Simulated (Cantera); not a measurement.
## Equilibrium for nitride etching: BN + H2O + N2

Charge: 1 mol BN, 6.6 mol H2O, 1.1 mol N2, held at 13.3 mbar.

These are equilibrium values from Cantera (NASA tables, ideal gas, pure condensed phases), not measurements of a reactor. Candidate condensed phases: B, BN, B2O3, B3O3H3, H2O; 39 gas species. Gases not in the tables: H3BO3. Equilibrium is a limit: real reactors are often held back by kinetics, nucleation or transport.

| T (K) | x H2O | x N2 | x H2 | x HBO2 | x H | x OH | n B2O3(l) |
|---|---|---|---|---|---|---|---|
| 975 | 0.620 | 0.195 | 0.183 | 0.000104 | 4.24e-9 | 2.60e-11 | 0.478 |
| 1075 | 0.620 | 0.195 | 0.183 | 0.000767 | 5.44e-8 | 6.98e-10 | 0.483 |
| 1175 | 0.618 | 0.195 | 0.183 | 0.00393 | 4.54e-7 | 1.07e-8 | 0.475 |
| 1275 | 0.609 | 0.194 | 0.182 | 0.0153 | 2.72e-6 | 1.06e-7 | 0.431 |
| 1375 | 0.583 | 0.190 | 0.179 | 0.0476 | 1.25e-5 | 7.37e-7 | 0.295 |
| 1475 | 0.530 | 0.184 | 0.172 | 0.113 | 4.66e-5 | 3.76e-6 | 0 |
| 1575 | 0.530 | 0.184 | 0.172 | 0.113 | 0.000149 | 1.67e-5 | 0 |
| 1675 | 0.530 | 0.184 | 0.172 | 0.112 | 0.000417 | 6.21e-5 | 0 |
| 1775 | 0.530 | 0.184 | 0.172 | 0.111 | 0.00104 | 0.000200 | 0 |
| 1875 | 0.529 | 0.184 | 0.171 | 0.111 | 0.00235 | 0.000566 | 0 |
| 1975 | 0.528 | 0.183 | 0.170 | 0.109 | 0.00489 | 0.00144 | 0 |
| 2075 | 0.524 | 0.182 | 0.169 | 0.108 | 0.00948 | 0.00336 | 0 |
x: gas mole fraction; n: condensed amount in mol.

From 975 K to 1375 K the condensed part is B2O3(l). From 1475 K to 2075 K nothing is condensed.
